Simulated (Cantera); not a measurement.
What does this Cantera script print?

```python
import numpy as np
import cantera as ct

gas_names = """
    C CH CH2 CH3 CH2OH CH3O CH4 CH3OH CO CO2 COOH C2 C2H CHCO,ketyl C2H2,acetylene C2H2,vinylidene
    CH2CO,ketene C2H3,vinyl CH3CO,acetyl C2H4 C2H4O,ethylen CH3CHO,ethanal CH3COOH (HCOOH)2 C2H5 C2H6
    CH3OCH3 C2H5OH C2O C3 C3H3,propargyl C3H4,allene C3H4,propyne C3H4,cyclo- C3H5,allyl C3H6,propylene
    C3H6,cyclo- C3H6O C3H7,n-propyl C3H7,i-propyl C3H8 C3H8O,1propanol C3H8O,2propanol C3O2 C4 C4H2
    C4H4,1,3-cyclo- C4H6,butadiene C4H6,2-butyne C4H6,cyclo- C4H8,1-butene C4H8,cis2-buten
    C4H8,tr2-butene C4H8,isobutene C4H8,cyclo- (CH3COOH)2 C4H9,n-butyl C4H9,i-butyl C4H9,s-butyl
    C4H9,t-butyl C4H10,isobutane C4H10,n-butane C5 C5H6,1,3cyclo- C5H8,cyclo- C5H10,1-pentene
    C5H10,cyclo- C5H11,pentyl C5H11,t-pentyl C5H12,n-pentane C5H12,i-pentane CH3C(CH3)2CH3 C6H2
    C6H5,phenyl C6H5O,phenoxy C6H6 C6H5OH,phenol C6H10,cyclo- C6H12,1-hexene C6H12,cyclo- C6H13,n-hexyl
    C7H7,benzyl C7H8 C7H8O,cresol C7H14,1-heptene C7H15,n-heptyl C7H16,n-heptane C8H8,styrene
    C8H10,ethylbenz C8H16,1-octene C8H17,n-octyl C8H18,isooctane C8H18,n-octane C9H19,n-nonyl
    C10H8,naphthale C10H21,n-decyl C12H9,o-bipheny C12H10,bipheny Fe FeC5O5 FeO Fe(OH)2 H HCO HO2 H2
    HCHO,formaldehy HCOOH H2O H2O2 O OH O2 O3
""".split()
cond_names = """
    C(gr) C6H6(L) C7H8(L) C8H18(L),n-octa Fe(a) Fe(c) Fe(d) Fe(L) FeC5O5(L) FeO(s) FeO(L) Fe(OH)2(s)
    Fe(OH)3(s) Fe2O3(s) Fe3O4(s) H2O(s) H2O(L)
""".split()


def load(file, names, dense=False):
    # The tables refer to 1 bar. Condensed volumes are neglected.
    table = {s.name: s for s in ct.Species.list_from_file(file)}
    out = []
    for n in names:
        d = dict(table[n].input_data)
        d["thermo"] = dict(d["thermo"], **{"reference-pressure": 1e5})
        if dense:
            d["equation-of-state"] = {"model": "constant-volume", "density": "1e6 g/cm^3"}
        out.append(ct.Species.from_dict(d))
    return out


gas = ct.Solution(thermo="ideal-gas", species=load("nasa_gas.yaml", gas_names))
cond = {s.name: ct.Solution(thermo="fixed-stoichiometry", species=[s], name=s.name)
        for s in load("nasa_condensed.yaml", cond_names, dense=True)}
atoms = {
    'Fe(CO)5': {'Fe': 1, 'C': 5, 'O': 5},
    'O2': {'O': 2},
    'H2': {'H': 2},
}
top_T = {'C(gr)': 4500, 'Fe2O3(s)': 1830, 'Fe3O4(s)': 1870}  # K; cautious upper limits of use, not melting points


def equilibrate(T, P, feed):
    n = {}
    for name, mol in feed.items():
        for a, k in atoms[name].items():
            n[a] = n.get(a, 0.0) + k * mol
    gas.TPX = T, P, n
    mass = sum(n.values()) * gas.mean_molecular_weight
    gas.equilibrate("TP")
    valid = [c for c in cond.values() if c.min_temp <= T <= top_T.get(c.name, c.max_temp)]
    mix = ct.Mixture([(gas, mass / gas.mean_molecular_weight)] + [(c, 0.0) for c in valid])
    mix.T, mix.P = T, P
    mix.equilibrate("TP", solver="vcs", rtol=1e-11, max_steps=5000)
    return mix


results = []
feed = {'Fe(CO)5': 1, 'O2': 0.042, 'H2': 0.14}  # mol
T = 1048  # K
P = 101325  # Pa
mix = equilibrate(T, P, feed)
results.append((T, P, feed, dict(zip(mix.species_names, mix.species_moles))))
x = sorted(zip(gas.X, gas.species_names), reverse=True)
print(f"T = {T:g} K  P = {P:g} Pa  gas = {mix.phase_moles(0):.4g} mol")
print("   x: " + "  ".join(f"{s} {v:.3e}" for v, s in x if v > 0.001))
print("   condensed (mol): " + ("  ".join(f"{mix.phase(i).name} {mix.phase_moles(i):.4g}"
      for i in range(1, mix.n_phases) if mix.phase_moles(i) > 1e-12) or "none"))
```

It prints:

```
T = 1048 K  P = 101325 Pa  gas = 4.524 mol
   x: CO 8.185e-01  CO2 1.506e-01  H2 2.672e-02  H2O 4.143e-03
   condensed (mol): C(gr) 0.6159  Fe(a) 1
```

Equilibrium computed with Cantera from the NASA thermochemical tables; the gas is ideal and each condensed phase is pure. Condensed phases not in the tables: cementite and carbon dissolved in iron.
